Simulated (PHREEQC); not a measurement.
1 kg of water holding 79 mmol/kgw NaCl, 36 mmol/kgw Na2SO4, 4.8 mmol/kgw MgSO4 and 140 mmol/kgw K2SO4 is evaporated at 30 °C; the solids stay in contact with the brine. The system is closed to CO2. Solids allowed: Arcanite, Bischofite, Bloedite, Brucite, Carnallite, Epsomite, Glaserite, Halite, Hexahydrite, Kainite, Kieserite, Leonite, Mirabilite, Misenite, Schoenite, Sylvite, Thenardite, MgCl2_4H2O. Others were left out.

The series has 25 steps of water left (kg), from 1 to 0.00903.

Computed with PHREEQC (Pitzer model, pitzer.dat).

Which solids form, in which order, and at which step of the series does each first stand?

Arcanite from water left = 0.1711 kg, last present at water left = 0.09502 kg; Glaserite from water left = 0.1156 kg; Halite from water left = 0.01099 kg.

Species that the database lacks are ignored.
